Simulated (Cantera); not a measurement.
A counterflow diffusion flame at 0.987 atm, nozzles 20 mm apart: fuel side 40.2 % CH4, 1.77 % C2H6, 1.73 % C3H8, 56.3 % N2 at 473 K, oxidiser side 22.0 % O2, 78.0 % N2 at 650 K, fuel mass flux 1.1 times the oxidiser's; mixture-averaged transport, no radiation.

Model: GRI-Mech 3.0 (53 species, 325 reactions), integrated in Cantera. GRI-Mech 3.0 has no aromatics or soot, which form on the fuel side of real flames. The maximum strain rate includes the flame's own expansion and is several times the mean.

x: mole fraction; the columns are a selection and need not sum to one.

```
oxidiser flux (kg/m²/s)  max strain (1/s)  mean strain (1/s)  T max (K)  peak x OH  peak x H  peak x NO  peak x CO  peak x C2H2
-----------------------  ----------------  -----------------  ---------  ---------  --------  ---------  ---------  -----------
0.25                                  196               46.4       2096    0.00756   0.00370   0.000283     0.0491       0.0115
0.32                                  245               59.4       2084    0.00756   0.00385   0.000266     0.0488       0.0110
0.41                                  309               76.1       2072    0.00756   0.00399   0.000248     0.0486       0.0106
0.53                                  392               98.3       2059    0.00753   0.00413   0.000228     0.0484       0.0101
0.68                                  ___                126       2046    0.00746   0.00426        ___     0.0483      0.00961
0.88                                  ___                163       2033    0.00739   0.00439        ___     0.0483      0.00909
1.1                                   777                204       2019    0.00728   0.00447   0.000163     0.0483      0.00857
1.5                                  1040                278       1999    0.00706   0.00454   0.000132     0.0484      0.00777
1.9                                  1300                352       1981    0.00684   0.00455   0.000108     0.0486      0.00706
```

Question: Some entries are withheld; supply them.

Answer: 
- 0.68, max strain (1/s): 495
- 0.68, peak x NO: 0.000207
- 0.88, max strain (1/s): 630
- 0.88, peak x NO: 0.000184
